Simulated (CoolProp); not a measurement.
The numbers come from the reference Helmholtz-energy equation of state, Gao 2016 in CoolProp.

For sulfur dioxide, give the phase and the density (kg/m³), speed of sound (m/s), Joule-Thomson coefficient (K/MPa), expansivity (1/kK) at 525 K and 20.7 MPa.


- 525 K and 20.7 MPa: supercritical; density 523, speed of sound 286, Joule-Thomson coefficient 3.28, expansivity 7.84
